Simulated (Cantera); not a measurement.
## MgO + C + H₂ (sublimation and decomposition of ceramics)

Charge: 1 mol MgO, 0.051 mol C, 2.6 mol H₂, at 750 Torr.

Cantera equilibrium calculation (NASA polynomials, part measured and part estimated; ideal gas, pure solids and liquids). Candidate condensed phases: C, C₆H₆, C₇H₈, C₈H₁₈, H₂O, Mg, MgCO₃, MgO, Mg(OH)₂; 116 gas species. The tables' values for MgH are old estimates; treat these amounts as uncertain. Kinetics and transport are ignored.

From 2025 K to 2825 K the condensed part is MgO(s). The main Mg-bearing gas is Mg throughout. The share of Mg in condensed phases is highest at 2025 K (94.6 %) and lowest at 2825 K (30.4 %).

| T (K) | x H₂ | x Mg | x H₂O | x H | x CO | n MgO(s) |
|---|---|---|---|---|---|---|
| 2025 | 0.958 | 0.0196 | 0.00106 | 0.00188 | 0.0188 | 0.946 |
| 2125 | 0.952 | 0.0220 | 0.00353 | 0.00354 | 0.0188 | 0.939 |
| 2225 | 0.938 | 0.0275 | 0.00924 | 0.00627 | 0.0186 | 0.923 |
| 2325 | 0.913 | 0.0375 | 0.0197 | 0.0105 | 0.0183 | 0.893 |
| 2425 | 0.874 | 0.0534 | 0.0360 | 0.0167 | 0.0179 | 0.844 |
| 2525 | 0.818 | 0.0760 | 0.0592 | 0.0254 | 0.0173 | 0.770 |
| 2625 | 0.744 | 0.106 | 0.0897 | 0.0366 | 0.0165 | 0.661 |
| 2725 | 0.652 | 0.144 | 0.127 | 0.0504 | 0.0154 | 0.509 |
| 2825 | 0.544 | 0.187 | 0.167 | 0.0658 | 0.0142 | 0.304 |
x: gas mole fraction; n: condensed amount in mol.
